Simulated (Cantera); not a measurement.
Cantera run:

```python
import numpy as np
import cantera as ct

gas_names = """
    H H2 N NH NH2 NH3 N2 N2H2 N2H4 Si SiH SiH2 SiH3 SiH4 SiN Si2 Si2N Si3
""".split()
cond_names = """
    Si(cr) Si(L) Si3N4(a)
""".split()


# ... load() reads the species with a 1 bar reference pressure and builds the phases ...
atoms = {
    'trisilylamine': {'Si': 3, 'N': 1, 'H': 9},
    'NH3': {'N': 1, 'H': 3},
    'H2': {'H': 2},
}
top_T = {'Si3N4(a)': 2400}  # K; cautious upper limits of use, not melting points


# ... equilibrate(T, P, feed) seeds the gas with the atoms and calls Mixture.equilibrate('TP', solver="vcs", rtol=1e-11, max_steps=5000) ...
results = []
feed = {'trisilylamine': 1, 'NH3': 3.3, 'H2': 8.8}  # mol
T = 1098  # K
P = 42000  # Pa
mix = equilibrate(T, P, feed)
results.append((T, P, feed, dict(zip(mix.species_names, mix.species_moles))))
print(gas.report(threshold=1e-06))
for i in range(1, mix.n_phases):
    print(f"{mix.phase(i).name:16s} {mix.phase_moles(i):12.5e} mol")
```

It prints:

```
       temperature   1098 K
          pressure   42000 Pa
           density   0.01025 kg/m^3
  mean mol. weight   2.228 kg/kmol
   phase of matter   gas

                          1 kg             1 kmol
                     ---------------   ---------------
          enthalpy        1.0626e+07        2.3673e+07  J
   internal energy        6.5279e+06        1.4544e+07  J
           entropy             79531        1.7719e+05  J/K
    Gibbs function       -7.6699e+07       -1.7088e+08  J
 heat capacity c_p             13755             30646  J/K
 heat capacity c_v             10023             22332  J/K

                      mass frac. Y      mole frac. X     chem. pot. / RT
                     ---------------   ---------------   ---------------
                H2           0.89748           0.99184           -18.619
               NH3        9.1965e-05        1.2031e-05           -43.321
                N2           0.10243         0.0081463           -30.786
     [  +15 minor]         1.733e-08        3.8017e-08

Si(cr)            0.00000e+00 mol
Si3N4(a)          1.00000e+00 mol
```

Method: chemical equilibrium by Gibbs-energy minimisation in Cantera with the NASA 1993 tables (ideal gas, pure condensed phases). The feed counts by its element totals alone.
